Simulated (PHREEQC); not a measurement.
A solution holds 0.01 mol KH2PO4 and 0.11 mol H2SO4 per kg of water, at 75 °C. Closed to the air; pH follows from the charge balance.

Equilibrium calculation in PHREEQC: ion-association model, wateq4f.dat.

Question: The ionic strength comes out as 0.127 mol/kgw. What activity coefficients do H+, HSO4-, H2PO4-, K+, SO4-2 get?

Answer: H+ 0.80, HSO4- 0.74, H2PO4- 0.76, K+ 0.72, SO4-2 0.31.

This is a speciation only: nothing precipitates in the calculation. H3PO4, which wateq4f.dat lacks, is added to it with the constant of phreeqc.dat. At this temperature some constants are extrapolated from 25 °C, and those without enthalpy data are left unchanged.
